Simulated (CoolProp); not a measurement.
Vapour-liquid equilibrium of R1234yf (1) + isobutane (2) at 6.28 kPa; x and y are mole fractions of (1).

The numbers come from the multi-fluid Helmholtz-energy mixture model, Lemmon 2022 and Bücker 2006; pair parameters Bell 2016 in CoolProp.

```tsv
x	bubble temperature, mixture model (°C)	bubble temperature, Raoult's law (°C)	y, mixture model	y, Raoult's law
0.05	…	-66.9	0.365	0.108
0.125	-75.9	-68.3	0.550	0.249
0.2	-77.6	-69.4	…	0.368
0.275	…	-70.5	0.653	0.470
0.35	-78.7	-71.6	0.670	0.557
0.425	…	-72.5	…	0.634
0.5	-79.0	-73.4	0.690	0.702
0.575	-79.1	-74.2	0.701	0.761
0.65	-79.2	-75.0	0.717	0.814
0.725	-79.3	-75.7	0.740	0.862
0.8	-79.3	-76.4	0.775	0.905
0.875	-79.1	-77.1	0.829	0.943
0.95	-78.6	-77.7	0.915	0.978
```

### Question
Some entries are withheld; supply them.

### Answer

- 0.05, bubble temperature, mixture model (°C): -71.9
- 0.2, y, mixture model: 0.620
- 0.275, bubble temperature, mixture model (°C): -78.3
- 0.425, bubble temperature, mixture model (°C): -78.9
- 0.425, y, mixture model: 0.681

The largest gap from Raoult's law is -8.2 K in bubble temperature, at x = 0.2. y crosses x between x = 0.725 and 0.8: the model has an azeotrope there.

Pair parameters are fitted to limited data, so mixtures are less certain than the pure fluids.
